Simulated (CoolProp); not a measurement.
Computed with CoolProp (reference Helmholtz-energy equation of state, Setzmann 1991).

Problem. Give the vapour pressure (MPa), liquid cp (kJ/(kg K)), vapour viscosity (µPa s) of saturated methane at 147.1, 169.6, 177.1 K.

Solution. 
```json
[
 {"T (K)": "147.1", "p (MPa)": "0.910", "liquid cp (kJ/(kg K))": "3.97", "vapour viscosity (µPa s)": "5.74"},
 {"T (K)": "169.6", "p (MPa)": "2.29", "liquid cp (kJ/(kg K))": "5.14", "vapour viscosity (µPa s)": "7.26"},
 {"T (K)": "177.1", "p (MPa)": "2.98", "liquid cp (kJ/(kg K))": "6.37", "vapour viscosity (µPa s)": "8.18"}
]
```

Viscosity comes from a separate model (Quiñones-Cisneros 2006).
